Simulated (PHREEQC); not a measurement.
Buffer

Solution (82 °C): 0.0015 mol/kgw HF, 4e-05 mol/kgw Na2SO4 and 0.0011 mol/kgw KCl. Closed to the air; pH follows from the charge balance.

All values are PHREEQC results (ion-association model, wateq4f.dat), not measurements.

Each row changes one thing in this solution. Precipitation was switched off in this run.

| case | pH | ionic strength (mol/kgw) | SO4-2 (mol/kgw) | HSO4- (mol/kgw) | KSO4- (mol/kgw) | NaSO4- (mol/kgw) | SI of Halite (NaCl) | SI of Mirabilite (Na2SO4:10H2O) |
|---|---|---|---|---|---|---|---|---|
| as made | 3.33 | 0.00170 | 3.38e-5 | 5.69e-6 | 4.90e-7 | 1.50e-8 | -8.79 | -13.92 |
| Na2SO4 from 4e-05 to 0.0002 mol/kgw | 3.35 | 0.00214 | 0.000170 | 2.74e-5 | 2.40e-6 | 3.67e-7 | -8.10 | -11.84 |
| diluted 2-fold with water | 3.52 | 0.000924 | 1.78e-5 | 2.04e-6 | 1.36e-7 | 4.15e-9 | -9.38 | -14.76 |
| temperature from 82 to 30 °C | 3.16 | 0.00194 | 3.73e-5 | 2.41e-6 | 2.58e-7 | 1.27e-8 | -8.69 | -11.87 |
| HF left out | 6.29 | 0.00122 | 3.94e-5 | 7.49e-9 | 5.88e-7 | 1.79e-8 | -8.78 | -13.83 |
| Na2SO4 from 4e-05 to 0.0004 mol/kgw | 3.36 | 0.00270 | 0.000342 | 5.23e-5 | 4.70e-6 | 1.44e-6 | -7.80 | -10.95 |

Species that the database lacks are ignored. At this temperature some constants are extrapolated from 25 °C, and those without enthalpy data are left unchanged.
